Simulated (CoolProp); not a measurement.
Vapour-liquid equilibrium of propane (1) + R236EA (2) at 1.2 MPa; x and y are mole fractions of (1).

Model: multi-fluid Helmholtz-energy mixture model, Lemmon 2009 and Rui 2013; pair parameters Bell 2016, in CoolProp.

Problem. Give the bubble temperature and the first vapour's composition at x = 0.05, 0.25, 0.55. Is there an azeotrope?

Solution. x = 0.05: 351.4 K, y = 0.193; x = 0.25: 325.6 K, y = 0.615; x = 0.55: 313.2 K, y = 0.777. No azeotrope shows between x = 0.05 and 0.95.

Pair parameters are fitted to limited data, so mixtures are less certain than the pure fluids. With so large a gap from Raoult's law the liquid may split in two, which this calculation doesn't test in full.
